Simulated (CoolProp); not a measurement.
Properties of R1336mzz(Z) along the isobar 101 kPa.

The numbers come from the reference Helmholtz-energy equation of state, McLinden 2020 in CoolProp.

```tsv
T (K)	phase	Z	cv (kJ/(kg K))	speed of sound (m/s)	isothermal compressibility (1/MPa)	expansivity (1/kK)
268	liquid	?	?	738.4	0.001731	1.689
275.6	liquid	0.005085	0.8652	709.8	?	1.738
283.2	liquid	0.005015	0.8782	681.6	0.002078	1.791
290.9	liquid	0.004952	0.8910	653.4	0.002291	1.851
298.5	liquid	0.004895	0.9034	625.8	0.002531	1.918
313.8	gas	0.9528	?	124.7	?	3.836
321.5	gas	0.9572	0.8501	126.6	10.36	3.674
329.1	gas	?	0.8626	128.5	10.32	?
336.7	gas	0.9644	0.8746	130.3	10.28	3.403
344.4	gas	?	0.8865	132.0	10.24	3.285
352	gas	0.9701	0.8978	133.8	10.21	3.179
```

Task: Complete the blanks.

Result: 
- 268, Z: 0.005162
- 268, cv (kJ/(kg K)): 0.8518
- 275.6, isothermal compressibility (1/MPa): 0.001894
- 313.8, cv (kJ/(kg K)): 0.8371
- 313.8, isothermal compressibility (1/MPa): 10.42
- 329.1, Z: 0.9610
- 329.1, expansivity (1/kK): 3.532
- 344.4, Z: 0.9675
